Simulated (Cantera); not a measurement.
Charge: 1 mol HMDSO, 1.2 mol CO2, 100 mol N2, equilibrated at 623 K and 17.0 mbar.

Method: chemical equilibrium by Gibbs-energy minimisation in Cantera with the NASA 1993 tables (ideal gas, pure condensed phases). Candidate condensed phases: C, C6H6, C7H8, C8H18, H2O, Si, SiC, SiO2, Si2N2O, Si3N4; 151 gas species. The feed counts by its element totals alone. N2 is the only nitrogen source here; it is nearly inert below about 1500 K, so the nitride shown seldom forms there in practice. Kinetics and transport are ignored.

Base state: N2 0.922, H2 0.0737, CH4 0.00470 (mole fractions); condensed: C(graphite) + SiO2(α-quartz) + Si2N2O(s).

**Question.** What changes in the equilibrium state with this change: N2 from 100 to 19 mol?

**Answer.** 
| species | before | after |
|---|---|---|
| N2 | 0.922 | 0.710 |
| H2 | 0.0737 | 0.240 |
| CH4 | 0.00470 | 0.0499 |
| NH3 | 9.27e-6 | 4.78e-5 |
| C(graphite), mol | 6.69 | 5.88 |
| SiO2(α-quartz), mol | 1.60 | 1.60 |
| Si2N2O(s), mol | 0.200 | 0.200 |
